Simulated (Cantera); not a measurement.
An adiabatic, constant-pressure homogeneous reactor starts with H2 : O2 : N2 : H2O = 1 : 0.294 : 2.09 : 0.53 (molar parts), equivalence ratio 1.7, at 1450 K and 0.220 bar.

Model: the H2/O2 subset of GRI-Mech 3.0, which has no nitrogen chemistry, integrated in Cantera.

x: mole fraction; the columns are a selection and need not sum to one.

```csv
t (s),T (K),x H2,x O2,x H2O,x OH,x O,x HO2,x H
8.00e-6,1450,0.255,0.0751,0.135,1.27e-8,…,1.17e-7,1.62e-7
1.85e-5,1450,0.255,0.0751,0.135,6.67e-8,…,2.73e-7,8.00e-7
4.28e-5,1450,0.255,0.0751,0.135,1.28e-6,…,8.50e-7,1.52e-5
9.89e-5,1459,0.239,0.0688,0.146,0.000837,…,1.14e-5,0.00970
0.000229,1680,0.0959,0.00881,0.254,0.0106,…,1.67e-6,0.0822
0.000529,1882,0.102,0.00602,0.265,0.0121,…,9.83e-7,0.0592
0.00122,2070,0.106,0.00344,0.277,0.0116,…,5.50e-7,0.0393
0.00283,2222,0.109,0.00157,0.289,0.00917,…,3.00e-7,0.0239
0.00654,2320,0.110,0.000622,0.297,0.00632,…,1.56e-7,0.0142
0.0151,2360,0.111,0.000333,0.301,0.00480,…,9.44e-8,0.0102
0.0350,2365,0.111,0.000300,0.301,0.00458,0.000267,8.63e-8,0.00964
0.0809,2365,0.111,0.000300,0.301,0.00457,0.000267,8.62e-8,0.00963
0.187,2365,0.111,0.000300,0.301,0.00457,0.000267,8.62e-8,0.00963
0.432,2365,0.111,0.000300,0.301,0.00457,0.000267,8.62e-8,0.00963
1.00,2365,0.111,0.000300,0.301,0.00457,0.000267,8.62e-8,0.00963
```

### Question
What belongs in the gaps?

### Answer

- 8.00e-6, x O: 1.29e-8
- 1.85e-5, x O: 6.92e-8
- 4.28e-5, x O: 1.34e-6
- 9.89e-5, x O: 0.000855
- 0.000229, x O: 0.00736
- 0.000529, x O: 0.00529
- 0.00122, x O: 0.00307
- 0.00283, x O: 0.00140
- 0.00654, x O: 0.000552
- 0.0151, x O: 0.000296
